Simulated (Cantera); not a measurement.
Input: 1 mol CO₂, 0.074 mol H₂, held at 3523 K and 75.0 Torr.

Cantera equilibrium calculation (NASA polynomials, part measured and part estimated; ideal gas, pure solids and liquids). Equilibrium is a limit: real reactors are often held back by kinetics, nucleation or transport.

```
species    before    after
-------  --------  -------
CO          0.484    0.492
O           0.372    0.189
O₂         0.0507    0.133
CO₂        0.0206    0.108
OH         0.0102   0.0315
H          0.0618   0.0370
H₂O      0.000349  0.00655
HO₂       1.09e-6  1.74e-5
H₂       0.000986  0.00359
```
Gas species are given as mole fractions.

What was changed between the two runs?
A) pressure from 75.0 Torr to 1 atm
B) H₂ from 0.074 to 1.7 mol
C) temperature from 3523 K to 1873 K
D) pressure from 75.0 Torr to 105000 Torr

A, pressure from 75.0 Torr to 1 atm
